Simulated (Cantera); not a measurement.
A diamond (100) surface in a fixed gas of H2 with x(CH4) = 0.01, x(H) = 0.00076, x(CH3) = 1.1e-05, 1600 Pa; coverages are run to steady state.

Cantera simulation using the Harris–Goodwin 1993 mechanism for the reconstructed diamond (100) surface; the numbers are that mechanism's predictions, not measurements.

One state of this run: growth (µm/h) = 0.0420; θ c6HH = 0.579; θ c6H* = 0.0202; θ c6*H = 0.387; θ c6** = 0.0102; θ c6HM = 0.00278. θ: site fractions in the mechanism's names (c6HH fully hydrogenated, c6H* and c6*H radical sites, c6** diradical, c6HM methylated).

Problem. Which value of T (K) does it belong to?
A) 1325
B) 1175
C) 1025
D) 1100

Solution. C, 1025
